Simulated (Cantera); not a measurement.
A perfectly stirred reactor is fed with CH4 : CO2 : H2 = 1 : 4.3 : 0.077 (molar parts), at 0.390 bar; it is held at 2173 K, and followed from long to short residence time.

Cantera simulation using GRI-Mech 3.0 (53 species, 325 reactions); the numbers are that mechanism's predictions, not measurements.

x: mole fraction; the columns are a selection and need not sum to one.

```
τ (s)      x CH4  x CO2    x H2    x CH2    x C2H6  x H2O
------  --------  -----  ------  -------  --------  -----
0.99     2.39e-5  0.243  0.0768  1.34e-7  4.80e-11  0.203
0.51           …  0.243  0.0768        …  3.07e-10  0.204
0.27    0.000168  0.244  0.0769  5.47e-7   1.46e-9  0.204
0.14    0.000362  0.244  0.0768  1.06e-6   6.16e-9  0.203
0.071   0.000738  0.246  0.0767  2.05e-6   2.41e-8  0.203
0.037    0.00138  0.250  0.0763  3.76e-6   8.17e-8  0.202
0.019          …  0.257  0.0754        …         …  0.200
0.0099   0.00424  0.273  0.0733  1.12e-5   7.14e-7  0.198
0.0051   0.00695  0.303  0.0695  1.74e-5   1.80e-6  0.194
0.0027    0.0110  0.350  0.0659  2.40e-5   4.03e-6  0.187
0.0014    0.0178  0.412  0.0658  3.03e-5   8.79e-6  0.171
```

Fill in the missing entries.


- 0.51, x CH4: 7.02e-5
- 0.51, x CH2: 2.80e-7
- 0.019, x CH4: 0.00250
- 0.019, x CH2: 6.73e-6
- 0.019, x C2H6: 2.58e-7
